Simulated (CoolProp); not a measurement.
The fluid at 353.49 K and 0.684 MPa (stagnation) flows isentropically through a choked orifice. The same conditions are run with several fluids, on thermodynamics alone (safety and materials aside).

Computed with CoolProp (reference Helmholtz-energy equation of state of each fluid (cyclopropane: Polt 1992; R115: Lemmon 2016; sulfur dioxide: Gao 2016; R507A: Lemmon 2003; hydrogen chloride: Thol 2018)). The equations of Platzer and Polt are older, rougher fits. Blends and air are pseudo-pure fits.

```json
[
 {"fluid": "cyclopropane", "throat to inlet pressure ratio": "0.578", "mass flux (kg/(m² s))": "1690", "throat temperature (K)": "___"},
 {"fluid": "R115", "throat to inlet pressure ratio": "0.598", "mass flux (kg/(m² s))": "3160", "throat temperature (K)": "339.6"},
 {"fluid": "sulfur dioxide", "throat to inlet pressure ratio": "___", "mass flux (kg/(m² s))": "___", "throat temperature (K)": "313.0"},
 {"fluid": "R507A", "throat to inlet pressure ratio": "0.590", "mass flux (kg/(m² s))": "___", "throat temperature (K)": "335.7"},
 {"fluid": "hydrogen chloride", "throat to inlet pressure ratio": "0.529", "mass flux (kg/(m² s))": "1670", "throat temperature (K)": "294.7"}
]
```

Problem. What belongs in the gaps?

Solution. 
- cyclopropane, throat temperature (K): 327.8
- sulfur dioxide, throat to inlet pressure ratio: 0.556
- sulfur dioxide, mass flux (kg/(m² s)): 2160
- R507A, mass flux (kg/(m² s)): 2540
